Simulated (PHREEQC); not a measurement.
K2CO3 is added in steps, without added water, to 1 kg of water holding 0.16 mol/kgw KHCO3, 0.018 mol/kgw NaOH and 0.0049 mol/kgw NaCl, at 25 °C. O2 is buffered at 0.21 atm. CO2 is held at log p = -3.4 (atm). Solids allowed: Halite, Nahcolite, Natron. Others were left out.

Base run: PHREEQC, ion-association model, wateq4f.dat. Each further column changes one thing. The table gives pH.

```json
[
 {"K2CO3 added (mol)": "0", "base": "9.87", "database phreeqc.dat": "9.87", "Debye-Hückel limiting law": "9.67", "metal-ligand complexes left out": "9.89", "Davies equation for every ion": "9.88"},
 {"K2CO3 added (mol)": "0.06", "base": "9.98", "database phreeqc.dat": "9.98", "Debye-Hückel limiting law": "9.65", "metal-ligand complexes left out": "9.99", "Davies equation for every ion": "10.00"},
 {"K2CO3 added (mol)": "0.14", "base": "10.06", "database phreeqc.dat": "10.06", "Debye-Hückel limiting law": "9.60", "metal-ligand complexes left out": "10.06", "Davies equation for every ion": "10.12"},
 {"K2CO3 added (mol)": "0.2", "base": "10.10", "database phreeqc.dat": "10.10", "Debye-Hückel limiting law": "9.55", "metal-ligand complexes left out": "10.11", "Davies equation for every ion": "10.20"},
 {"K2CO3 added (mol)": "0.28", "base": "10.14", "database phreeqc.dat": "10.14", "Debye-Hückel limiting law": "9.48", "metal-ligand complexes left out": "10.15", "Davies equation for every ion": "10.30"},
 {"K2CO3 added (mol)": "0.34", "base": "10.17", "database phreeqc.dat": "10.17", "Debye-Hückel limiting law": "9.43", "metal-ligand complexes left out": "10.18", "Davies equation for every ion": "10.37"},
 {"K2CO3 added (mol)": "0.42", "base": "10.20", "database phreeqc.dat": "10.20", "Debye-Hückel limiting law": "9.37", "metal-ligand complexes left out": "10.21", "Davies equation for every ion": "10.45"},
 {"K2CO3 added (mol)": "0.48", "base": "10.22", "database phreeqc.dat": "10.22", "Debye-Hückel limiting law": "9.32", "metal-ligand complexes left out": "10.23", "Davies equation for every ion": "10.52"}
]
```

The ionic strength passes 0.7 mol/kgw, the rough limit of the ion-association models, in part of: base; database phreeqc.dat; Debye-Hückel limiting law; metal-ligand complexes left out; Davies equation for every ion. phreeqc.dat and wateq4f.dat share most of their constants, so their agreement is no independent check. Solids allowed in the column 'database phreeqc.dat': Halite, Sylvite.
